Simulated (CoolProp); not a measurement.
R123 along the isobar 101 kPa: fugacity coefficient from the reference equation and from simpler models built on Tc = 456.8 K, pc = 3662 kPa, ω = 0.282; each cubic takes its own stable root.

The numbers come from the reference Helmholtz-energy equation of state, Younglove 1994 in CoolProp. It is a modified Benedict-Webb-Rubin equation, recast in Helmholtz form.

| T (K) | phase | reference |
|---|---|---|
| 262.9 | liquid | 0.1960 |
| 275.4 | liquid | 0.3515 |
| 287.9 | liquid | 0.5917 |
| 312.9 | gas | 0.9642 |
| 325.4 | gas | 0.9689 |
| 337.9 | gas | 0.9728 |
| 350.4 | gas | 0.9761 |
| 362.9 | gas | 0.9788 |
| 375.4 | gas | 0.9812 |
| 387.9 | gas | 0.9832 |
| 400.5 | gas | 0.9850 |
| 413 | gas | 0.9865 |
| 425.5 | gas | 0.9878 |

**Question.** How far does each simpler model (Redlich-Kwong, Soave-Redlich-Kwong, Peng-Robinson) lie from the reference over these 13 states: mean and median of the absolute difference, and the worst?

**Answer.** 
- Redlich-Kwong: mean 24.6 %, median 0.4 %, worst +136.8 % at 262.9 K and 101 kPa
- Soave-Redlich-Kwong: mean 0.2 %, median 0.1 %, worst +0.6 % at 312.9 K and 101 kPa
- Peng-Robinson: mean 0.6 %, median 0.1 %, worst +3.1 % at 262.9 K and 101 kPa

At some of these states Redlich-Kwong gives the other phase, because its saturation line lies elsewhere.
